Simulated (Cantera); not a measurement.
## Stirred combustor or abatement burner

A perfectly stirred reactor is fed with 3.38 % CH₄, 1.79 % C₂H₆, 0.260 % C₃H₈, 19.9 % O₂, 74.7 % N₂, at 5.00 bar; it is adiabatic with a 525 K inlet, and is followed from long to short residence time, starting on the burning branch (τ in s: 0.024, 0.012, 0.0063, 0.0033, 0.0017, 0.00089, 0.00046, 0.00024, 0.00013, 6.5e-05, 3.4e-05, 1.8e-05, 9.1e-06).

Model: GRI-Mech 3.0 (53 species, 325 reactions), integrated in Cantera.

```
τ (s)    T (K)     x CH₄    x C₂H₆   x C₃H₈     x CH₃       x O      x NO    x N₂O
-------  -----  --------  --------  -------  --------  --------  --------  -------
0.024     2062   3.22e-6   2.64e-7  3.89e-8   1.55e-6  0.000155  0.000210  6.88e-7
0.012     2059   5.63e-6   4.94e-7  7.31e-8   2.69e-6  0.000190  0.000138  8.04e-7
0.0063    2055   9.10e-6   8.62e-7  1.28e-7   4.29e-6  0.000246  0.000101  9.62e-7
0.0033    2048   1.43e-5   1.47e-6  2.19e-7   6.59e-6  0.000334   7.83e-5  1.16e-6
0.0017    2038   2.25e-5   2.49e-6  3.70e-7   1.00e-5  0.000472   6.29e-5  1.35e-6
0.00089   2024   3.50e-5   4.11e-6  6.07e-7   1.50e-5  0.000665   5.15e-5  1.47e-6
0.00046   2004   5.56e-5   6.87e-6  9.97e-7   2.29e-5  0.000932   4.16e-5  1.49e-6
0.00024   1976   9.05e-5   1.15e-5  1.64e-6   3.55e-5   0.00126   3.32e-5  1.41e-6
0.00013   1940  0.000150   1.94e-5  2.69e-6   5.58e-5   0.00160   2.61e-5  1.28e-6
6.5e-5    1883  0.000296   3.81e-5  5.15e-6  0.000100   0.00188   1.80e-5  1.08e-6
3.4e-5    1779  0.000828  0.000103  1.36e-5  0.000232   0.00150   7.87e-6  7.50e-7
1.8e-5     525    0.0338    0.0179  0.00260    <1e-12    <1e-12    <1e-12   <1e-12
9.1e-6     525    0.0338    0.0179  0.00260    <1e-12    <1e-12    <1e-12   <1e-12
```
x: mole fraction; the columns are a selection and need not sum to one.
